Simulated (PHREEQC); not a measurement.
A PHREEQC speciation (ion-association model, phreeqc.dat) at 20 °C gives pH 2.11 and these molalities:

```csv
species,mol/kgw
FeSO4+,0.147
SO4-2,0.0808
Fe(SO4)2-,0.0573
Mn+2,0.0214
HSO4-,0.0174
MnSO4,0.0166
H+,0.00992
FeHSO4+2,0.00743
Fe+3,0.00543
FeOH+2,0.00142
Fe2(OH)2+4,0.000570
Fe3(OH)4+5,3.79e-5
Fe(OH)2+,1.70e-5
```

Task: What are the element totals, and what could have been dissolved in 1 kg of water to give them?

Result: One answer among several that fit: totals Fe(3) 0.220, Mn(2) 0.0380, S(6) 0.384 mol/kgw, from 0.016 mol H2SO4, 0.038 mol MnSO4 and 0.11 mol Fe2(SO4)3 per kg of water.

No solid was allowed to form. Examples of supersaturated solids here: Hematite (slow to form), Goethite (slow to form). Others may be too. Complexes and solids missing from the database can't appear.
